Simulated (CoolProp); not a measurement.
200 sccm (0 °C, 1 atm) of nitrogen bubbles through liquid n-nonane at 313 K and leaves saturated at a total pressure of 0.04 MPa (ideal gas phase). Each further row changes one setting.

Model: reference Helmholtz-energy equation of state, Lemmon 2006, in CoolProp. It is a short technical equation, of lower accuracy than the large ones.

```json
[
 {"case": "as stated", "vapour pressure (kPa)": "1.40", "mole fraction of vapour": "0.0350", "delivery (mg/min)": "41.6", "delivery (sccm)": "7.26", "change of delivery for a bath 1 K warmer (%)": "5.9"},
 {"case": "bath temperature 318 K", "vapour pressure (kPa)": "1.84", "mole fraction of vapour": "0.0461", "delivery (mg/min)": "55.3", "delivery (sccm)": "9.66", "change of delivery for a bath 1 K warmer (%)": "5.8"},
 {"case": "total pressure 0.08 MPa", "vapour pressure (kPa)": "1.40", "mole fraction of vapour": "0.0175", "delivery (mg/min)": "20.4", "delivery (sccm)": "3.57", "change of delivery for a bath 1 K warmer (%)": "5.8"}
]
```
